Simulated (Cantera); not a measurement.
Cantera with NASA thermochemical tables; ideal gases at 1 bar, condensed phases pure. Values are per mole of reaction as written; species without (g) are pure solids or liquids, kept so even where they would boil at 1 bar.

Q: Between 923 and 1523 K, where is each reaction favourable under standard conditions?
- 3 H₂(g) + N₂(g) → 2 NH₃(g)
- 4 Cr + N₂(g) → 2 Cr₂N

A: 
- 3 H₂(g) + N₂(g) → 2 NH₃(g): ΔG° is 106 kJ at 923 K and 247 kJ at 1523 K; it stays positive (K < 1). ΔH° is -113 kJ and ΔS° -236 J/K at 1523 K.
- 4 Cr + N₂(g) → 2 Cr₂N: ΔG° is -113 kJ at 923 K and -34 kJ at 1523 K; it stays negative (K > 1). ΔH° is -230 kJ and ΔS° -128 J/K at 1523 K.
